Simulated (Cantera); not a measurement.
Charge: 1 mol Si₃N₄, 0.23 mol CO₂, 560 mol N₂, 4.2 mol N₂O, equilibrated at 1748 K and 0.0100 bar.

Equilibrium computed with Cantera from the NASA thermochemical tables; the gas is ideal and each condensed phase is pure. Candidate condensed phases: C, Si, SiC, SiO₂, Si₂N₂O, Si₃N₄; 34 gas species. The tables hold silica as quartz up to 1696 K and as liquid above; real silica turns to tridymite and cristobalite and melts near 1996 K. Rates play no part.

What is the equilibrium state?


| Property | Value |
|---|---|
| x(N₂) | 0.997 |
| x(SiO) | 0.00277 |
| x(CO) | 0.000402 |
| x(CO₂) | 3.10e-6 |
| n(SiO₂(condensed)) | 1.43 mol |
| gas amount | 568.0 mol |
| log10 activity of Si(l) (absent) | -5.83 |
| log10 activity of C(graphite) (absent) | -7.27 |
